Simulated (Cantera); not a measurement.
Charge: 1 mol BCl₃, 3.2 mol H₂, at 750 K and 75.0 Torr.

Method: chemical equilibrium by Gibbs-energy minimisation in Cantera with the NASA 1993 tables (ideal gas, pure condensed phases). Candidate condensed phases: B; 13 gas species. Gases not in the tables: BHCl₂. Kinetics and transport are ignored.

Base state: H₂ 0.749, BCl₃ 0.230, HCl 0.0207 (mole fractions); condensed: B(s).

### Question
What changes in the equilibrium state with this change: pressure from 75.0 Torr to 0.263 Torr?

### Answer
```json
[
 {"species": "H₂", "before": "0.749", "after": "0.730"},
 {"species": "BCl₃", "before": "0.230", "after": "0.219"},
 {"species": "HCl", "before": "0.0207", "after": "0.0515"},
 {"species": "B(s), mol", "before": "0.0290", "after": "0.0727"}
]
```

### Question
What changes in the equilibrium state with this change: 0.17 mol NH₃ added?

### Answer
| species | before | after |
|---|---|---|
| H₂ | 0.749 | 0.705 |
| BCl₃ | 0.230 | 0.183 |
| HCl | 0.0207 | 0.112 |
| B(s), mol | 0.0290 | 0 |
| BN(s), mol | 0 | 0.170 |
Further candidate phases: BN, NH₄Cl.

### Question
What changes in the equilibrium state with this change: 1.2 mol HF added?

### Answer
```json
[
 {"species": "H₂", "before": "0.749", "after": "0.592"},
 {"species": "HCl", "before": "0.0207", "after": "0.222"},
 {"species": "BCl₃", "before": "0.230", "after": "0.111"},
 {"species": "BF₃", "before": "0", "after": "0.0739"},
 {"species": "BHF₂", "before": "0", "after": "0.000242"},
 {"species": "B(s), mol", "before": "0.0290", "after": "0"}
]
```
